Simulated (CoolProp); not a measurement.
A single-stage vapour-compression cycle with the fluid: evaporating at 283.15 K (dew point), condensing at 325.15 K (bubble point), superheat 0 K, subcooling 5 K, compressor efficiency 0.85, no pressure losses. The same conditions are run with several fluids, on thermodynamics alone (safety and materials aside).

Values from CoolProp's reference Helmholtz-energy equation of state of each fluid (n-perfluorohexane: Gao 2022; n-hexane: Thol 2019; R1233zd(E): Akasaka 2022; n-perfluorobutane: Gao 2022; R365MFC: Lemmon 2016; dimethyl ether: Wu 2011).

| fluid | cooling COP | pressure ratio | discharge temperature (K) | refrigerating effect (kJ/kg) | volumetric capacity (kJ/m³) |
|---|---|---|---|---|---|
| n-perfluorohexane | 4.35 | 5.82 | 325.1 | 57.9 | 123 |
| n-hexane | 5.04 | 5.76 | 325.2 | 291 | 109 |
| R1233zd(E) | 5.02 | 4.22 | 327.4 | 154 | 651 |
| n-perfluorobutane | 4.01 | 3.65 | 325.1 | 50.8 | 883 |
| R365MFC | 4.93 | 5.11 | 325.1 | 151 | 288 |
| dimethyl ether | 4.93 | 3.22 | 339.9 | 331 | 2650 |

The compression ends wet for: n-perfluorohexane; n-hexane; n-perfluorobutane; R365MFC.
